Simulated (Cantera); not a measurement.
Charge: 1 mol B2O3, 12 mol HCl, 0.14 mol O2, equilibrated at 4.30 Pa.

Cantera equilibrium calculation (NASA polynomials, part measured and part estimated; ideal gas, pure solids and liquids). Candidate condensed phases: B, B2O3, B3O3H3, H2O; 33 gas species. The tables' values for BOCl are old estimates; treat these amounts as uncertain. Kinetics and transport are ignored.

log p: log10 of the partial pressure in bar; n: condensed amount in mol.

```
T (°C)  log p HCl  log p HBO2  log p Cl  log p B2O3  log p BOCl  log p H2O  log p Cl2  n B2O3(l)
------  ---------  ----------  --------  ----------  ----------  ---------  ---------  ---------
675         -4.38       -8.18     -6.89      -12.62      -11.48      -6.20      -6.24      0.999
725         -4.38       -7.72     -6.59      -11.52      -10.71      -6.24      -6.34      0.997
775         -4.38       -7.30     -6.34      -10.52      -10.02      -6.26      -6.46      0.993
825         -4.39       -6.91     -6.14       -9.63       -9.41      -6.26      -6.61      0.982
875         -4.39       -6.55     -5.97       -8.81       -8.85      -6.26      -6.80      0.959
925         -4.39       -6.23     -5.85       -8.06       -8.34      -6.28      -7.02      0.913
975         -4.40       -5.99     -5.76       -7.38       -7.83      -6.39      -7.29        [?]
1025        -4.41       -5.83     -5.73       -6.75       -7.29      -6.62      -7.63        [?]
1075        -4.42       -5.74     -5.73       -6.18       -6.74      -6.93      -8.00        [?]
1125        -4.44       -5.66     -5.74       -5.72       -6.31      -7.17      -8.38          0
1175        -4.44       -5.66     -5.73       -5.73       -6.27      -7.09      -8.68          0
1225        -4.44       -5.66     -5.71       -5.74       -6.23      -7.01      -8.94          0
1275        -4.45       -5.65     -5.67       -5.75       -6.19      -6.94      -9.14          0
```

Task: Fill in the missing entries.

Result: 
- 975, n B2O3(l): 0.837
- 1025, n B2O3(l): 0.726
- 1075, n B2O3(l): 0.502
